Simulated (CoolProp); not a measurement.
Properties of R236FA along the isotherm 400 K (Tc = 398.1 K, pc = 3.191 MPa, ω = 0.377).

The numbers come from the reference Helmholtz-energy equation of state, Pan 2012 in CoolProp.

```tsv
p (MPa)	phase	density (kg/m³)	speed of sound (m/s)	Joule-Thomson coefficient (K/MPa)	expansivity (1/kK)
2.28	gas	150.7	110.8	13.42	9.199
4.56	supercritical	893.1	165.3	2.184	11.54
6.84	supercritical	986.1	233.1	0.9232	6.002
9.12	supercritical	1037	278.1	0.5221	4.456
11.4	supercritical	1074	313.7	0.3142	3.677
13.7	supercritical	1103	344.0	0.1837	3.191
16	supercritical	1127	370.7	0.09391	2.855
18.2	supercritical	1147	393.5	0.03051	2.616
20.5	supercritical	1165	415.4	-0.02064	2.421
22.8	supercritical	1182	435.6	-0.06118	2.264
25.1	supercritical	1197	454.4	-0.09415	2.135
27.4	supercritical	1211	472.0	-0.1215	2.025
29.6	supercritical	1223	487.9	-0.1437	1.936
31.9	supercritical	1235	503.7	-0.1636	1.854
```
